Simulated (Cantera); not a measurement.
A perfectly stirred reactor is fed with CH₄ : H₂ : O₂ : N₂ = 1 : 0.69 : 1.56 : 5.88 (molar parts), equivalence ratio 1.5, at 12.0 bar; it is adiabatic with a 575 K inlet, and is followed from long to short residence time, starting on the burning branch (τ in s: 0.34, 0.12, 0.042, 0.015, 0.0051, 0.0018, 0.00062, 0.00022, 7.5e-05, 2.6e-05, 9.1e-06).

Detailed kinetics in Cantera: GRI-Mech 3.0 (53 species, 325 reactions). The pressure lies above the range GRI-Mech 3.0 was tuned for (to about 10 atm).

One state of this run: T (K) = 2167; x CH₄ = 0.00164; x H₂ = 0.0844; x O₂ = 0.000292; x HCO = 1.56e-7; x NO₂ = 7.19e-10. x: mole fraction; the columns are a selection and need not sum to one.

Which value of τ (s) does it belong to?
A) 0.0018
B) 0.0051
C) 0.00062
D) 0.015

B, 0.0051
